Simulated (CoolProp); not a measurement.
Dodecamethylpentasiloxane (MD3M) at 493.32 K and 1.04 MPa is throttled through a valve to 0.0402 MPa with no heat exchange. Each further row changes one setting.

Model: reference Helmholtz-energy equation of state, Thol 2019, in CoolProp.

```
case                        temperature change (K)  final phase  final density (kg/m³)
--------------------------  ----------------------  -----------  ---------------------
as stated                                        …            …                      …
outlet pressure 0.0121 MPa                   -65.1            …                      …
outlet pressure 0.0523 MPa                       …            …                      …
```

Problem. Some entries are withheld; supply them.

Solution. 
- as stated, temperature change (K): -26.8
- as stated, final phase: two-phase, vapour fraction 0.458
- as stated, final density (kg/m³): 9.15
- outlet pressure 0.0121 MPa, final phase: two-phase, vapour fraction 0.990
- outlet pressure 0.0121 MPa, final density (kg/m³): 1.35
- outlet pressure 0.0523 MPa, temperature change (K): -17.1
- outlet pressure 0.0523 MPa, final phase: two-phase, vapour fraction 0.303
- outlet pressure 0.0523 MPa, final density (kg/m³): 17.7
